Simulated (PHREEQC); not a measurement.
A solution holds 0.099 mol/kgw NaHF2, 0.0004 mol/kgw NH4HF2 and 0.00014 mol/kgw (NH4)2SiF6, at 25 °C. Closed to the air; pH follows from the charge balance.

The numbers come from PHREEQC with the ion-association model, wateq4f.dat.

```
Item                      Result
----------------  --------------
pH                          3.17
ionic strength    0.0981 mol/kgw
total alkalinity   -100.0 meq/kg
```

| species | molality | activity | log γ |
|---|---|---|---|
| Na+ | 0.0964 | 0.0756 | -0.106 |
| F- | 0.0790 | 0.0602 | -0.117 |
| HF | 0.0604 | 0.0618 | 0.010 |
| HF2- | 0.0187 | 0.0143 | -0.117 |
| H2F2 | 0.00973 | 0.00995 | 0.010 |
| NaF | 0.00256 | 0.00262 | 0.010 |
| H+ | 0.000828 | 0.000684 | -0.083 |
| NH4+ | 0.000680 | 0.000532 | -0.107 |
| SiF6-2 | 0.000140 | 5.30e-5 | -0.422 |

Precipitation was switched off in this run. wateq4f.dat counts part of the HF as a dimer, H2F2, which phreeqc.dat doesn't know; its constant is uncertain. SiF6-2 is the database's only silicon fluoride.
